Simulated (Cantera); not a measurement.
Charge: 1 mol Al, 1.5 mol N2, 2.6 mol NH3, held at 1252 °C and 11000 Pa.

Equilibrium computed with Cantera from the NASA thermochemical tables; the gas is ideal and each condensed phase is pure. Candidate condensed phases: Al, AlN; 13 gas species. Equilibrium is a limit: real reactors are often held back by kinetics, nucleation or transport.

Q: What is the equilibrium state?

A: 
```json
{
 "x(H2)": "0.629",
 "x(N2)": "0.371",
 "x(H)": "5.66e-5",
 "x(NH3)": "1.92e-6",
 "n(AlN(s))": "1.00 mol",
 "gas_amount": "6.200 mol",
 "log10 activity of Al(l) (absent)": "-4.45"
}
```
